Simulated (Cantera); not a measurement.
Cantera run, input and output.

```python
import numpy as np
import cantera as ct

gas = ct.Solution("gri30.yaml")
gas.TPX = 975, 99000, {'CO': 0.013, 'O2': 0.0074, 'H2O': 0.0035, 'N2': 1}
reactor = ct.IdealGasConstPressureReactor(gas, energy="off", clone=False)
net = ct.ReactorNet([reactor])
net.rtol, net.atol = 1e-08, 1e-18
show = ['CO', 'O2', 'H2O', 'H', 'HO2', 'NO2', 'CO2']
times = np.geomspace(2e-06, 20, 11)

steps = ct.SolutionArray(gas, extra=["t"])
rows = []
print(f"{'t/s':>10s}{'T/K':>9s}{'P/Pa':>11s}" + "".join(f"{s:>11s}" for s in show))
for t in times:
    while net.time < t:
        t_next = net.step()
        steps.append(gas.state, t=t_next)
    rows.append([np.interp(t, steps.t, y) for y in (steps.T, steps.P, *steps(*show).X.T)])
    print(f"{t:10.3e}{rows[-1][0]:9.1f}{rows[-1][1]:11.4g}" + "".join(f"{x:11.3e}" for x in rows[-1][2:]))
rate = np.gradient(steps.T, steps.t)
print("integrator steps:", len(steps.t))
if steps.T.max() > steps.T[0] + 200:
    print(f"time of steepest temperature rise: {steps.t[rate.argmax()]:.4e} s")
gas.TPX = 975, 99000, {'CO': 0.013, 'O2': 0.0074, 'H2O': 0.0035, 'N2': 1}
gas.equilibrate("TP")
print(f"equilibrium (TP): T = {gas.T:.1f} K  " + "  ".join(f"{s} {gas[s].X[0]:.3e}" for s in show))
```

Output:

```
       t/s      T/K       P/Pa         CO         O2        H2O          H        HO2        NO2        CO2
 2.000e-06    975.0    9.9e+04  1.270e-02  7.227e-03  3.418e-03  1.601e-18  2.410e-17  7.367e-39  1.082e-13
 1.002e-05    975.0    9.9e+04  1.270e-02  7.227e-03  3.418e-03  7.902e-17  1.222e-16  7.677e-37  5.428e-13
 5.024e-05    975.0    9.9e+04  1.270e-02  7.227e-03  3.418e-03  4.842e-15  1.007e-15  1.311e-34  2.736e-12
 2.518e-04    975.0    9.9e+04  1.270e-02  7.227e-03  3.418e-03  1.649e-13  8.436e-14  5.477e-32  1.424e-11
 1.262e-03    975.0    9.9e+04  1.270e-02  7.227e-03  3.418e-03  1.750e-12  5.369e-12  7.329e-29  8.696e-11
 6.325e-03    975.0    9.9e+04  1.270e-02  7.227e-03  3.418e-03  9.765e-12  1.393e-10  1.750e-25  8.245e-10
 3.170e-02    975.0    9.9e+04  1.270e-02  7.227e-03  3.418e-03  9.384e-11  2.852e-09  5.739e-22  1.877e-08
 1.589e-01    975.0    9.9e+04  1.268e-02  7.216e-03  3.417e-03  4.808e-08  9.669e-07  5.107e-14  2.071e-05
 7.962e-01    975.0    9.9e+04  1.186e-02  6.819e-03  3.396e-03  1.216e-07  1.544e-06  1.236e-11  8.417e-04
 3.991e+00    975.0    9.9e+04  6.581e-03  4.192e-03  3.385e-03  1.976e-07  1.376e-06  2.542e-10  6.155e-03
 2.000e+01    975.0    9.9e+04  1.433e-04  9.574e-04  3.436e-03  1.381e-08  2.333e-07  3.326e-09  1.263e-02
integrator steps: 938
equilibrium (TP): T = 975.0 K  CO 1.107e-11  O2 8.837e-04  H2O 3.440e-03  H 2.526e-15  HO2 1.889e-12  NO2 7.116e-09  CO2 1.278e-02
```

Detailed kinetics in Cantera: GRI-Mech 3.0 (53 species, 325 reactions).
